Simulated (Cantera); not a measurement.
Feed: 1 mol Si2H6, 0.14 mol H2O, 4 mol H2, held at 24.0 mbar.

These are equilibrium values from Cantera (NASA tables, ideal gas, pure condensed phases), not measurements of a reactor. Candidate condensed phases: H2O, Si, SiO2; 18 gas species. The feed counts by its element totals alone. Mutual solubility and eutectic melting of coexisting phases are not modelled. The tables hold silica as quartz up to 1696 K and as liquid above; real silica turns to tridymite and cristobalite and melts near 1996 K. Kinetics and transport are ignored.

x: gas mole fraction; n: condensed amount in mol.

```
T (°C)   x H2     x SiO  x H   x SiH2  n Si(s)  n SiO2(β-quartz)
------  -----  --------  ---  -------  -------  ----------------
925     1.000   2.11e-5  [?]  1.14e-8     1.93            0.0699
975     1.000   8.43e-5  [?]  3.02e-8     1.93            0.0697
1025    1.000  0.000302  [?]  7.39e-8     1.93            0.0689
1075    0.999  0.000982  [?]  1.69e-7     1.93            0.0665
1125    0.997   0.00293  [?]  3.65e-7     1.92            0.0595
1175    0.992   0.00809  [?]  7.42e-7     1.90            0.0409
1225    0.981    0.0192  [?]  1.43e-6     1.86                 0
1275    0.981    0.0192  [?]  2.67e-6     1.86                 0
1325    0.980    0.0192  [?]  4.80e-6     1.86                 0
```

Question: Complete the blanks.

Answer: 
- 925, x H: 1.23e-6
- 975, x H: 3.01e-6
- 1025, x H: 6.92e-6
- 1075, x H: 1.49e-5
- 1125, x H: 3.05e-5
- 1175, x H: 5.93e-5
- 1225, x H: 0.000110
- 1275, x H: 0.000197
- 1325, x H: 0.000340
